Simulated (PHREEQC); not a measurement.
H2SO4 is added in steps, without added water, to 1 kg of water holding 44 mmol/kgw CuCl2 and 2.3 mmol/kgw Na2SO4, at 30 °C. Oxygen alone is held at its pressure in air (log pO2 = -0.68). The system is closed to CO2. Only these solids could form: Cu(OH)2, Brochantite, Antlerite, Atacamite, Halite, Mirabilite, Chalcanthite.

Base run: PHREEQC, ion-association model, wateq4f.dat. Each further column changes one thing. The table gives pH.

```tsv
H2SO4 added (mol)	base	Debye-Hückel limiting law	all activity coefficients set to 1	metal-ligand complexes left out	Davies equation for every ion
0	4.00	4.21	3.73	3.97	4.02
0.0045	2.18	2.28	2.08	2.22	2.21
0.009	1.91	2.00	1.80	1.94	1.93
0.0135	1.75	1.84	1.64	1.79	1.77
0.018	1.64	1.73	1.53	1.68	1.66
0.0225	1.55	1.65	1.45	1.59	1.58
0.027	1.49	1.58	1.38	1.53	1.51
```
